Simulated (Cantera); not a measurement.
Input (Python, Cantera) and output of one run.

```python
import numpy as np
import cantera as ct

gas_names = """
    CL CL2 N N2 Si SiCL SiCL2 SiCL3 SiCL4 SiN Si2 Si2N Si3
""".split()
cond_names = """
    Si(cr) Si(L) Si3N4(a)
""".split()


# ... load() reads the species with a 1 bar reference pressure and builds the phases ...
atoms = {
    'SiCl4': {'Si': 1, 'CL': 4},
    'N2': {'N': 2},
}
top_T = {'Si3N4(a)': 2400}  # K; cautious upper limits of use, not melting points


# ... equilibrate(T, P, feed) seeds the gas with the atoms and calls Mixture.equilibrate('TP', solver="vcs", rtol=1e-11, max_steps=5000) ...
results = []
feed = {'SiCl4': 1, 'N2': 2.4}  # mol
T = 1198.15  # K
P = 13332.2  # Pa
mix = equilibrate(T, P, feed)
results.append((T, P, feed, dict(zip(mix.species_names, mix.species_moles))))
print(gas.report(threshold=0.001))
for i in range(1, mix.n_phases):
    print(f"{mix.phase(i).name:16s} {mix.phase_moles(i):12.5e} mol")
```

It prints:

```
       temperature   1198.2 K
          pressure   13332 Pa
           density   0.093331 kg/m^3
  mean mol. weight   69.738 kg/kmol
   phase of matter   gas

                          1 kg             1 kmol
                     ---------------   ---------------
          enthalpy       -2.1209e+06       -1.4791e+08  J
   internal energy       -2.2638e+06       -1.5787e+08  J
           entropy            4671.7        3.2579e+05  J/K
    Gibbs function       -7.7183e+06       -5.3826e+08  J
 heat capacity c_p            789.55             55062  J/K
 heat capacity c_v            670.33             46747  J/K

                      mass frac. Y      mole frac. X     chem. pot. / RT
                     ---------------   ---------------   ---------------
                N2           0.28354           0.70586           -27.713
             SiCL4           0.71635           0.29406            -117.2
     [  +11 minor]        0.00010861        8.2892e-05

Si(cr)            0.00000e+00 mol
Si3N4(a)          0.00000e+00 mol
```

These are equilibrium values from Cantera (NASA tables, ideal gas, pure condensed phases), not measurements of a reactor. The tables' values for SiCl3 are old estimates; treat these amounts as uncertain.
